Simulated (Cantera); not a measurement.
Fe3O4 + H2 (hydrogen reduction and annealing atmospheres)

Input: 1 mol Fe3O4, 31 mol H2, held at 13.3 mbar.

Cantera equilibrium calculation (NASA polynomials, part measured and part estimated; ideal gas, pure solids and liquids). Candidate condensed phases: Fe, FeO, Fe(OH)2, Fe(OH)3, Fe2O3, Fe3O4, H2O; 12 gas species. The numbers say what is thermodynamically allowed, not how fast it happens.

```tsv
T (°C)	x H2	x H2O	x H	x Fe	x OH	x Fe(OH)2	n Fe(γ)	n Fe(δ)	n Fe(l)
1250	0.871	0.129	0.000187	1.82e-5	8.53e-7	8.63e-7	3.00	0	0
1300	0.871	0.129	0.000329	4.93e-5	1.76e-6	1.29e-6	3.00	0	0
1350	0.870	0.129	0.000558	0.000125	3.46e-6	1.88e-6	3.00	0	0
1400	0.870	0.129	0.000920	0.000301	6.56e-6	2.69e-6	0	2.99	0
1450	0.869	0.129	0.00147	0.000684	1.20e-5	3.76e-6	0	2.98	0
1500	0.868	0.129	0.00229	0.00148	2.11e-5	5.14e-6	0	2.95	0
1550	0.865	0.128	0.00349	0.00305	3.60e-5	6.86e-6	0	0	2.90
```
x: gas mole fraction; n: condensed amount in mol.

From 1250 °C to 1350 °C the condensed part is Fe(γ). From 1400 °C to 1500 °C the condensed part is Fe(δ). At 1550 °C the condensed part is Fe(l). The main Fe-bearing gas is Fe throughout. The share of Fe in condensed phases is highest at 1250 °C (100.0 %) and lowest at 1550 °C (96.8 %).
